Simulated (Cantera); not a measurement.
Feed: 1 mol SiC, 0.14 mol N₂O, 10 mol H₂, at 7.50 Torr.

Method: chemical equilibrium by Gibbs-energy minimisation in Cantera with the NASA 1993 tables (ideal gas, pure condensed phases). Candidate condensed phases: C, C₆H₆, C₇H₈, C₈H₁₈, H₂O, Si, SiC, SiO₂, Si₂N₂O, Si₃N₄; 151 gas species. Equilibrium is a limit: real reactors are often held back by kinetics, nucleation or transport. All values below are at 1377 °C.

Base state: H₂ 0.972, N₂ 0.0136, SiO 0.00681, CO 0.00680, H 0.000896, HCN 1.87e-5 (mole fractions); condensed: SiC(s).

What changes in the equilibrium state with this change: SiC replaced by Si₃N₄?


```csv
species,before,after
H₂,0.972,0.928
N₂,0.0136,0.0690
SiO,0.00681,0.00236
CO,0.00680,0
HCN,1.87e-5,0
Si,5.66e-6,2.68e-5
"SiC(s), mol",0.930,0
"Si(s), mol",0,0.821
"Si₂N₂O(s), mol",0,0.115
"Si₃N₄(s), mol",0,0.641
```
Mutual solubility and eutectic melting of coexisting phases are not modelled.
